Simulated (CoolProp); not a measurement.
Vapour-liquid equilibrium of methane (1) + ethylene (2) at 0.126 MPa; x and y are mole fractions of (1).

Computed with CoolProp (multi-fluid Helmholtz-energy mixture model, Setzmann 1991 and Smukala 2000; pair parameters Bell 2016).

| x | bubble temperature (K) | y at the bubble point | dew temperature at overall composition x (K) | liquid density (mol/L) |
|---|---|---|---|---|
| 0.05 | 155.7 | 0.676 | 172.3 | … |
| 0.15 | … | 0.936 | 170.3 | 22.26 |
| 0.25 | 128.8 | 0.974 | 168.2 | … |
| 0.35 | 124.5 | 0.986 | 165.9 | 23.51 |
| 0.45 | 121.8 | 0.991 | 163.3 | 23.98 |
| 0.55 | 120.0 | 0.993 | 160.3 | 24.40 |
| 0.65 | … | … | 156.7 | … |
| 0.75 | 117.4 | 0.997 | 152.2 | … |
| 0.85 | 116.2 | 0.998 | 146.0 | 25.54 |
| 0.95 | … | 0.999 | 134.6 | 25.90 |

Q: Some entries are withheld; supply them.

A: 
- 0.05, liquid density (mol/L): 21.04
- 0.15, bubble temperature (K): 136.9
- 0.25, liquid density (mol/L): 22.97
- 0.65, bubble temperature (K): 118.6
- 0.65, y at the bubble point: 0.995
- 0.65, liquid density (mol/L): 24.79
- 0.75, liquid density (mol/L): 25.17
- 0.95, bubble temperature (K): 115.0

No azeotrope shows between x = 0.05 and 0.95.

Pair parameters are fitted to limited data, so mixtures are less certain than the pure fluids.
